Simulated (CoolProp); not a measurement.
Vapour-liquid equilibrium of o-xylene (1) + n-decane (2) at 504.6 K; x and y are mole fractions of (1).

Computed with CoolProp (multi-fluid Helmholtz-energy mixture model, Zhou 2012 and Lemmon 2006; pair parameters Bell 2016).

```csv
x,bubble pressure (MPa),y at the bubble point,dew pressure at overall composition x (MPa),liquid density (mol/L)
0.05,0.3715,0.078,0.3667,3.922
0.2,0.4120,0.287,0.3941,4.191
0.35,0.4541,0.466,0.4258,4.492
0.5,0.4974,0.619,0.4630,4.831
0.65,0.5417,0.752,0.5070,5.217
0.8,0.5869,0.867,0.5597,5.658
0.95,0.6330,0.969,0.6239,6.166
```

No azeotrope shows between x = 0.05 and 0.95.

Pair parameters are fitted to limited data, so mixtures are less certain than the pure fluids.
